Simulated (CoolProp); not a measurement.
A simple Rankine cycle with water: condensing at 328.15 K, boiler at 0.437 MPa, turbine inlet 569.9 K, turbine efficiency 0.75, pump efficiency 0.7, no recuperator. Each further row changes one setting.

Computed with CoolProp (reference Helmholtz-energy equation of state, Wagner 2002).

| case | thermal efficiency (%) | net work (kJ/kg) | heat in (kJ/kg) | turbine exit temperature (K) | volume ratio over the turbine |
|---|---|---|---|---|---|
| as stated | 16.3 | 461 | 2830 | 328.1 | … |
| turbine inlet 589.9 K | 16.5 | 474 | 2870 | … | 16.1 |
| condensing temperature 320.15 K | 17.5 | 502 | 2860 | 320.1 | 23.0 |
| boiler pressure 0.306 MPa | 14.9 | … | 2830 | 348.9 | 11.9 |
| turbine efficiency 0.65 | 14.1 | 399 | 2830 | 358.9 | 17.6 |

Q: Some entries are withheld; supply them.

A: 
- as stated, volume ratio over the turbine: 16.0
- turbine inlet 589.9 K, turbine exit temperature (K): 341.3
- boiler pressure 0.306 MPa, net work (kJ/kg): 422

The expansion ends wet for: as stated; condensing temperature 320.15 K.
